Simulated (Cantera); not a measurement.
What does this Cantera script print?

```python
import numpy as np
import cantera as ct

gas_names = """
    H HNO HNO2 HNO3 HO2 H2 H2O H2O2 N NH NH2 NH3 NH2OH NO NO2 NO3 N2 N2H2 N2H4 N2O O OH O2 O3 Si SiH
    SiH2 SiH3 SiH4 SiN SiO SiO2 Si2 Si2N Si3
""".split()
cond_names = """
    H2O(s) H2O(L) Si(cr) Si(L) SiO2(Lqz) SiO2(hqz) SiO2(L) Si2N2O(s) Si3N4(a)
""".split()


def load(file, names, dense=False):
    # The tables refer to 1 bar. Condensed volumes are neglected.
    table = {s.name: s for s in ct.Species.list_from_file(file)}
    out = []
    for n in names:
        d = dict(table[n].input_data)
        d["thermo"] = dict(d["thermo"], **{"reference-pressure": 1e5})
        if dense:
            d["equation-of-state"] = {"model": "constant-volume", "density": "1e6 g/cm^3"}
        out.append(ct.Species.from_dict(d))
    return out


gas = ct.Solution(thermo="ideal-gas", species=load("nasa_gas.yaml", gas_names))
cond = {s.name: ct.Solution(thermo="fixed-stoichiometry", species=[s], name=s.name)
        for s in load("nasa_condensed.yaml", cond_names, dense=True)}
atoms = {
    'Si3N4': {'Si': 3, 'N': 4},
    'O2': {'O': 2},
    'N2': {'N': 2},
    'H2O': {'H': 2, 'O': 1},
}
top_T = {'Si2N2O(s)': 2100, 'Si3N4(a)': 2400}  # K; cautious upper limits of use, not melting points


def equilibrate(T, P, feed):
    n = {}
    for name, mol in feed.items():
        for a, k in atoms[name].items():
            n[a] = n.get(a, 0.0) + k * mol
    gas.TPX = T, P, n
    mass = sum(n.values()) * gas.mean_molecular_weight
    gas.equilibrate("TP")
    valid = [c for c in cond.values() if c.min_temp <= T <= top_T.get(c.name, c.max_temp)]
    mix = ct.Mixture([(gas, mass / gas.mean_molecular_weight)] + [(c, 0.0) for c in valid])
    mix.T, mix.P = T, P
    mix.equilibrate("TP", solver="vcs", rtol=1e-11, max_steps=5000)
    return mix


results = []
feed = {'Si3N4': 1, 'O2': 0.0029, 'N2': 4.6, 'H2O': 2.8}  # mol
T = 1350  # K
P = 133.322  # Pa
mix = equilibrate(T, P, feed)
results.append((T, P, feed, dict(zip(mix.species_names, mix.species_moles))))
print(gas.report(threshold=0.001))
for i in range(1, mix.n_phases):
    print(f"{mix.phase(i).name:16s} {mix.phase_moles(i):12.5e} mol")
```

It prints:

```
       temperature   1350 K
          pressure   133.32 Pa
           density   0.00022907 kg/m^3
  mean mol. weight   19.286 kg/kmol
   phase of matter   gas

                          1 kg             1 kmol
                     ---------------   ---------------
          enthalpy        1.6912e+06        3.2617e+07  J
   internal energy        1.1092e+06        2.1392e+07  J
           entropy             14390        2.7754e+05  J/K
    Gibbs function       -1.7736e+07       -3.4206e+08  J
 heat capacity c_p              1732             33404  J/K
 heat capacity c_v            1300.9             25090  J/K

                      mass frac. Y      mole frac. X     chem. pot. / RT
                     ---------------   ---------------   ---------------
                H2          0.035101           0.33579           -26.013
                N2           0.96443           0.66395           -32.724
     [  +33 minor]        0.00046869        0.00025231

Si(cr)            0.00000e+00 mol
SiO2(hqz)         8.69889e-01 mol
Si2N2O(s)         1.06423e+00 mol
Si3N4(a)          0.00000e+00 mol
```

Method: chemical equilibrium by Gibbs-energy minimisation in Cantera with the NASA 1993 tables (ideal gas, pure condensed phases). Mutual solubility and eutectic melting of coexisting phases are not modelled. The tables hold silica as quartz up to 1696 K and as liquid above; real silica turns to tridymite and cristobalite and melts near 1996 K.
